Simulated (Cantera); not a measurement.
# Stirred combustor or abatement burner

A perfectly stirred reactor is fed with 1.81 % CH₄, 0.852 % H₂, 9.21 % O₂, 87.5 % N₂, 0.598 % H₂O, equivalence ratio 0.44, at 5.00 bar; it is adiabatic with a 748 K inlet, and is followed from long to short residence time, starting on the burning branch (τ in s: 0.078, 0.023, 0.007, 0.0021, 0.00063, 0.00019, 5.6e-05, 1.7e-05, 5.1e-06).

Model: GRI-Mech 3.0 (53 species, 325 reactions), integrated in Cantera.

| τ (s) | T (K) | x CH₄ | x H₂ | x O₂ | x O | x OH | x CH₂ | x H₂O |
|---|---|---|---|---|---|---|---|---|
| 0.078 | 1210 | 0.000406 | 0.000285 | 0.0540 | 1.44e-6 | 4.42e-6 | 8.20e-10 | 0.0497 |
| 0.023 | 748 | 0.0181 | 0.00852 | 0.0921 | <1e-12 | <1e-12 | <1e-12 | 0.00598 |
| 0.0070 | 748 | 0.0181 | 0.00852 | 0.0921 | <1e-12 | <1e-12 | <1e-12 | 0.00598 |
| 0.0021 | 748 | 0.0181 | 0.00852 | 0.0921 | <1e-12 | <1e-12 | <1e-12 | 0.00598 |
| 0.00063 | 748 | 0.0181 | 0.00852 | 0.0921 | <1e-12 | <1e-12 | <1e-12 | 0.00598 |
| 0.00019 | 748 | 0.0181 | 0.00852 | 0.0921 | <1e-12 | <1e-12 | <1e-12 | 0.00598 |
| 5.6e-5 | 748 | 0.0181 | 0.00852 | 0.0921 | <1e-12 | <1e-12 | <1e-12 | 0.00598 |
| 1.7e-5 | 748 | 0.0181 | 0.00852 | 0.0921 | <1e-12 | <1e-12 | <1e-12 | 0.00598 |
| 5.1e-6 | 748 | 0.0181 | 0.00852 | 0.0921 | <1e-12 | <1e-12 | <1e-12 | 0.00598 |
x: mole fraction; the columns are a selection and need not sum to one.
